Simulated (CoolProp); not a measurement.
A closed Brayton cycle with nitrogen: compressor inlet 327.15 K and 7.6 MPa, high pressure 22.3 MPa, turbine inlet 740 K, compressor efficiency 0.8, turbine efficiency 0.85, recuperator effectiveness 0.8 (on enthalpy, no pinch check). Each further row changes one setting.

The numbers come from the reference Helmholtz-energy equation of state, Span 2000 in CoolProp.

| case | thermal efficiency (%) | net work (kJ/kg) | compressor to turbine work | compressor exit (K) | turbine exit (K) |
|---|---|---|---|---|---|
| as stated | 10.8 | 22.7 | 0.88 | 475.9 | 579.4 |
| turbine inlet 690 K | 5.4 | 10.2 | 0.94 | 475.9 | 538.7 |
| compressor inlet 337.15 K | 8.5 | 17.5 | 0.91 | 490.3 | 579.4 |
| high pressure 19 MPa | 13.4 | 26.2 | 0.84 | 450.7 | 600.7 |
| recuperator effectiveness 0.5 | 9.3 | 22.7 | 0.88 | 475.9 | 579.4 |
